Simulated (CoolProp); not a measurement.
Properties of R1233zd(E) along the isobar 2070 kPa (Tc = 438.9 K, pc = 3583 kPa, ω = 0.304).

Values from CoolProp's reference Helmholtz-energy equation of state, Akasaka 2022.

```
T (K)   phase  density (kg/m³)  cv (kJ/(kg K))  fugacity coefficient
-----  ------  ---------------  --------------  --------------------
225.9  liquid             1427          0.7286              0.001916
253.9  liquid             1368          0.7631               0.01012
281.9  liquid             1306          0.8002               0.03580
309.9  liquid             1240          0.8375               0.09522
337.9  liquid             1168          0.8735                0.2053
365.9  liquid             1084          0.9089                0.3771
394    liquid            976.4          0.9468                0.6108
422       gas            109.6          0.9479                0.7709
450       gas            92.14          0.9549                0.8179
```
